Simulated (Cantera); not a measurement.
Ammonia decomposition in nitride growth gas

An isothermal, constant-pressure homogeneous reactor starts with 51.1 % NH₃, 48.1 % H₂, 0.818 % N₂, at 1973 K and 0.0132 atm.

Model: the gas-phase N/H chemistry of the illustrative SiF4/NH3 mechanism in the Surface Chemkin manual (1991), integrated in Cantera. Walls and surfaces, which speed up NH3 decomposition in real reactors, are not modelled.

| t (s) | x NH₃ | x H₂ | x N | x H | x N₂H₂ | x NH |
|---|---|---|---|---|---|---|
| 3.00e-6 | 0.511 | 0.481 | <1e-12 | 1.42e-7 | <1e-12 | <1e-12 |
| 1.07e-5 | 0.511 | 0.481 | <1e-12 | 4.08e-7 | <1e-12 | 2.38e-12 |
| 3.82e-5 | 0.511 | 0.481 | <1e-12 | 1.15e-6 | 3.78e-12 | 7.79e-11 |
| 0.000136 | 0.511 | 0.481 | <1e-12 | 3.75e-6 | 1.38e-10 | 1.93e-9 |
| 0.000486 | 0.511 | 0.481 | 8.37e-11 | 1.30e-5 | 3.18e-9 | 3.26e-8 |
| 0.00173 | 0.511 | 0.481 | 4.48e-9 | 4.58e-5 | 5.72e-8 | 4.43e-7 |
| 0.00618 | 0.510 | 0.481 | 1.74e-7 | 0.000157 | 1.06e-6 | 5.10e-6 |
| 0.0220 | 0.506 | 0.483 | 1.10e-6 | 0.000303 | 5.27e-6 | 1.77e-5 |
| 0.0786 | 0.488 | 0.496 | 1.15e-6 | 0.000318 | 5.15e-6 | 1.80e-5 |
| 0.280 | 0.429 | 0.535 | 1.18e-6 | 0.000357 | 4.31e-6 | 1.74e-5 |
| 1.00 | 0.284 | 0.633 | 1.23e-6 | 0.000480 | 2.47e-6 | 1.53e-5 |
x: mole fraction; the columns are a selection and need not sum to one.

Equilibrium at this temperature and pressure: NH₃ 8.57e-8, H₂ 0.816, N 2.18e-9, H 0.0106, N₂H₂ <1e-12, NH 1.47e-9 (gas phase only).
